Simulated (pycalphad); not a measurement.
All values are pycalphad results on the COST 507 light-alloy database (1999) (1 atm), not direct measurements. These are 1990s assessments: newer ones move some temperatures and phases.

Question: How does the equilibrium phase assembly of Al-6.565Si-0.809Mn (wt.%) change on cooling from 1850 K to 500 K?

Answer: 
| T (K) | phases above | phases below |
|---|---|---|
| 904.3 | LIQUID | ALMNSI_ALPHA + LIQUID |
| 892.2 | ALMNSI_ALPHA + LIQUID | ALMNSI_ALPHA + FCC_A1 + LIQUID |
| 849.6 | ALMNSI_ALPHA + FCC_A1 + LIQUID | ALMNSI_ALPHA + DIAMOND_A4 + FCC_A1 |
Changes were sought between steps of 25 K, so a narrower field can be missed.

Database names, with the compositions (at.%) that they take in these runs: ALMNSI_ALPHA: Al 70 Mn 17 Si 12. FCC_A1 is fcc; DIAMOND_A4 is diamond (Si).
